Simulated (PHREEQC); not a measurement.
# Copper plating or etch bath: an equilibrium model

Dissolve 0.0092 mol/kgw Cu(BF4)2 and 0.27 mol/kgw Na2SO4 at 5 °C. Closed to the air; pH follows from the charge balance.

Model: ion-association model, phreeqc.dat, run in PHREEQC.

Precipitation was switched off in this run.

### Question
Predict the pH.

### Answer
pH 3.07.

### Question
In which forms is Na present?

### Answer
Na+ 86 %, NaSO4- 14 % of the Na.

At this temperature some constants are extrapolated from 25 °C, and those without enthalpy data are left unchanged. Real BF4- forms and hydrolyses slowly; the run takes it at equilibrium.
